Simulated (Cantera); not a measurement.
Feed: 1 mol Al(CH₃)₃, 0.67 mol N₂O, 2.8 mol H₂, at 32.0 mbar.

Cantera equilibrium calculation (NASA polynomials, part measured and part estimated; ideal gas, pure solids and liquids). Candidate condensed phases: Al, AlN, Al₂O₃, C, C₆H₆, C₇H₈, C₈H₁₈, H₂O; 148 gas species. The feed counts by its element totals alone. Rates play no part.

Question: At 1648 K, list the 4 most abundant gas species with their mole fractions, and the condensed phases.

Answer: H₂ 0.896, CO 0.0823, N₂ 0.0207, H 0.000471. Condensed: AlN(s) + C(graphite).
